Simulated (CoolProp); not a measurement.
Vapour-liquid equilibrium of R143a (1) + fluoroethane (R161) (2) at 229.3 K; x and y are mole fractions of (1).

The numbers come from the multi-fluid Helmholtz-energy mixture model, Lemmon and Jacobsen 2000 and Wu 2012; pair parameters Bell 2016 in CoolProp.

```csv
x,bubble pressure (bar),y at the bubble point,dew pressure at overall composition x (bar),liquid density (mol/L)
0.05,0.7781,0.081,0.7679,17.00
0.125,0.8160,0.190,0.7931,16.71
0.2,0.8521,0.288,___,16.42
0.275,___,0.377,0.8471,16.14
0.35,0.9206,0.459,0.8761,15.87
0.425,0.9532,0.535,0.9064,15.61
0.5,0.9851,0.606,0.9381,15.35
0.575,1.016,0.673,0.9711,15.10
0.65,1.047,0.737,1.006,14.85
0.725,1.078,0.797,1.041,14.61
0.8,1.108,0.855,1.079,___
0.875,1.137,0.911,1.118,14.14
0.95,1.167,0.965,1.159,13.92
```

What belongs in the gaps?


- 0.2, dew pressure at overall composition x (bar): 0.8195
- 0.275, bubble pressure (bar): 0.8869
- 0.8, liquid density (mol/L): 14.37

No azeotrope shows between x = 0.05 and 0.95.

The pair parameters rest on a limited set of measurements; away from them the model extrapolates.
